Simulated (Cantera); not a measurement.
Feed: 1 mol SiCl₄, 0.43 mol C₂H₄, 160 mol H₂, equilibrated at 2400 K and 7.50 Torr.

Equilibrium computed with Cantera from the NASA thermochemical tables; the gas is ideal and each condensed phase is pure. Candidate condensed phases: C, C₆H₆, C₇H₈, C₈H₁₈, Si, SiC; 109 gas species. The tables' values for SiCl are old estimates; treat these amounts as uncertain. Gases not in the tables: Si₂H₆ and higher silanes. Equilibrium is a limit: real reactors are often held back by kinetics, nucleation or transport.

Problem. What is the equilibrium state?

Solution. 
```
Item                                        Value
--------------------------------------  ---------
x(H₂)                                       0.825
x(H)                                        0.145
x(HCl)                                     0.0200
x(Si)                                     0.00499
x(Cl)                                     0.00250
x(C₂H₂ (acetylene))                       0.00204
x(SiC₂)                                  0.000340
x(SiH)                                   0.000140
x(SiCl)                                   6.54e-5
gas amount                              176.8 mol
log10 activity of C(graphite) (absent)      -0.23
log10 activity of Si(l) (absent)            -1.64
```
